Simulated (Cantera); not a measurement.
A closed system holds: 1 mol Si, a varied amount of Cl₂, 10 mol H₂, at 1423.15 K and 9.70 bar.

Points: n(Cl2) (mol) = 0.5, 0.59, 0.7, 0.83, 0.98, 1.2, 1.4, 1.6, 1.9, 2.3.

Cantera's Mixture.equilibrate('TP', solver="vcs", rtol=1e-11, max_steps=5000) on the NASA tables stopped like this:

```
ERROR: FAILURE its = 5001!

*******************************************************************************
CanteraError thrown by MultiPhase::equilibrate:
VCS solver failed. Return code: -1
*******************************************************************************
```

Problem. What got this run through?

Solution. This is not unique; one that fits is The failure is numerical, not chemical. The same input converged with solver="gibbs", rtol=1e-10, max_steps=50000, and the result passed a check of the equilibrium conditions:
```
log10 of partial pressures in bar; condensed amounts in mol
    n(Cl2)        H2       HCL     SiCL4    SiHCL3     SiCL2    Si(cr)
       0.5     0.961    -0.452    -1.408    -1.104    -1.386    0.7812
      0.59     0.958    -0.423    -1.285    -1.014    -1.325    0.7315
       0.7     0.954    -0.395    -1.164    -0.925    -1.264      0.67
      0.83     0.949    -0.368    -1.048    -0.840    -1.206    0.5967
      0.98     0.944    -0.343    -0.938    -0.761    -1.152    0.5116
       1.2     0.937    -0.315    -0.811    -0.668    -1.088    0.3863
       1.4     0.931    -0.294    -0.717    -0.601    -1.041    0.2721
       1.6     0.925    -0.277    -0.638    -0.545    -1.001    0.1578
       1.9     0.916    -0.241    -0.531    -0.483    -0.976         0
       2.3     0.895    -0.000    -0.360    -0.575    -1.309         0
```

The gas is ideal and each condensed phase is pure. The tables' values for SiCl3 are old estimates; treat these amounts as uncertain.
